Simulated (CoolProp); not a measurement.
Dry air along the isobar 8.93 bar: Z from the reference equation and from simpler models built on Tc = 132.5 K, pc = 37.86 bar, ω = 0.034; each cubic takes its own stable root.

Model: reference Helmholtz-energy equation of state, Lemmon 2000, in CoolProp. It is a pseudo-pure fit of the blend.

| T (K) | phase | reference | van der Waals | Redlich-Kwong | Soave-Redlich-Kwong |
|---|---|---|---|---|---|
| 71.8 | liquid | 0.04769 | 0.06780 | 0.04587 | 0.04637 |
| 80.4 | liquid | 0.04446 | 0.06312 | 0.04296 | 0.04335 |
| 88.9 | liquid | 0.04218 | 0.05994 | 0.04110 | 0.04138 |
| 97.5 | liquid | 0.04069 | 0.8290 | 0.04021 | 0.04038 |
| 114.7 | gas | 0.8629 | 0.8906 | 0.8653 | 0.8651 |
| 123.3 | gas | 0.8930 | 0.9097 | 0.8932 | 0.8931 |
| 131.9 | gas | 0.9145 | 0.9244 | 0.9138 | 0.9138 |
| 140.5 | gas | 0.9305 | 0.9360 | 0.9293 | 0.9296 |
| 149 | gas | 0.9427 | 0.9453 | 0.9413 | 0.9418 |
| 157.6 | gas | 0.9523 | 0.9529 | 0.9509 | 0.9517 |
| 166.2 | gas | 0.9601 | 0.9592 | 0.9586 | 0.9597 |
| 174.8 | gas | 0.9663 | 0.9644 | 0.9648 | 0.9662 |
| 183.4 | gas | 0.9715 | 0.9689 | 0.9700 | 0.9716 |
| 192 | gas | 0.9758 | 0.9726 | 0.9743 | 0.9761 |
| 200.5 | gas | 0.9793 | 0.9758 | 0.9779 | 0.9798 |

At some of these states van der Waals gives the other phase, because its saturation line lies elsewhere.
